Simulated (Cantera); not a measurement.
What does this Cantera script print?

```python
import numpy as np
import cantera as ct

gas_names = """
    AL ALCL ALCL2 ALCL3 ALH ALO ALOCL ALOH ALO2 ALO2H AL2 AL2CL6 AL2O AL2O2 CL CLO CL2 H HALO HCL HOCL
    HO2 H2 H2O H2O2 O OH O2 O3
""".split()
cond_names = """
    AL(cr) AL(L) ALCL3(s) ALCL3(L) AL2O3(a) AL2O3(L) H2O(s) H2O(L)
""".split()


# ... load() reads the species with a 1 bar reference pressure and builds the phases ...
atoms = {
    'AlCl3': {'AL': 1, 'CL': 3},
    'H2O': {'H': 2, 'O': 1},
    'H2': {'H': 2},
}
top_T = {}  # K; cautious upper limits of use, not melting points


# ... equilibrate(T, P, feed) seeds the gas with the atoms and calls Mixture.equilibrate('TP', solver="vcs", rtol=1e-11, max_steps=5000) ...
results = []
feed = {'AlCl3': 1, 'H2O': 9.1, 'H2': 17}  # mol
P = 130  # Pa
for T in [673, 773, 873, 973, 1073, 1173, 1273, 1373, 1473, 1573, 1673, 1773, 1873]:
    mix = equilibrate(T, P, feed)
    results.append((T, P, feed, dict(zip(mix.species_names, mix.species_moles))))

top = {s: max(r[3][s] / sum(r[3][g] for g in gas_names) for r in results) for s in gas_names}
cols = sorted((s for s in top if top[s] > 0.001), key=lambda s: -top[s])[:8]
seen = [c for c in cond_names if any(r[3].get(c, 0) > 1e-12 for r in results)]
print("log10 of partial pressures in bar; condensed amounts in mol")
print(f"{'T/K':>10s}" + "".join(f"{s[:9]:>10s}" for s in cols + seen))
for T, P, feed, n in results:
    ng = sum(n[g] for g in gas_names)
    print(f"{T:10.4g}" + "".join(f"{np.log10(max(n[s] / ng * P / 1e5, 1e-99)):10.3f}" for s in cols)
          + "".join(f"{n.get(c, 0):10.4g}" for c in seen))
```

Output:

```
log10 of partial pressures in bar; condensed amounts in mol
       T/K        H2       H2O       HCL         H        CL  AL2O3(a)
       673    -3.097    -3.446    -3.850   -15.805   -16.498       0.5
       773    -3.097    -3.446    -3.850   -13.590   -14.320       0.5
       873    -3.097    -3.446    -3.850   -11.878   -12.636       0.5
       973    -3.097    -3.446    -3.850   -10.514   -11.294       0.5
      1073    -3.097    -3.446    -3.850    -9.402   -10.199       0.5
      1173    -3.097    -3.446    -3.850    -8.477    -9.288       0.5
      1273    -3.097    -3.446    -3.850    -7.695    -8.519       0.5
      1373    -3.097    -3.446    -3.850    -7.026    -7.861       0.5
      1473    -3.097    -3.446    -3.850    -6.446    -7.291       0.5
      1573    -3.097    -3.446    -3.851    -5.939    -6.793       0.5
      1673    -3.098    -3.447    -3.852    -5.492    -6.354       0.5
      1773    -3.100    -3.448    -3.855    -5.096    -5.965       0.5
      1873    -3.104    -3.450    -3.861    -4.742    -5.620    0.4999
```

Cantera equilibrium calculation (NASA polynomials, part measured and part estimated; ideal gas, pure solids and liquids). Condensed phases not in the tables: AlOCl.
